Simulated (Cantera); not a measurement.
A freely propagating, adiabatic, planar premixed flame of 36.5 % H2, 12.1 % O2, 45.6 % N2, 5.83 % H2O, equivalence ratio 1.5, unburnt at 425 K and 11000 Pa; mixture-averaged transport, grid criteria slope 0.08 and curve 0.16, no radiation.

Cantera simulation using the H2/O2 subset of GRI-Mech 3.0, which has no nitrogen chemistry; the numbers are that mechanism's predictions, not measurements. Burning velocities carry a grid error of a few per cent, more on coarse grids.

Q: Predict: laminar burning velocity; thermal thickness; peak x(HO2); peak x(H2O2); peak x(H).

A: 
- laminar burning velocity: 366 cm/s
- thermal thickness: 6.91 mm
- peak x(HO2): 9.97e-5
- peak x(H2O2): 1.04e-5
- peak x(H): 0.103
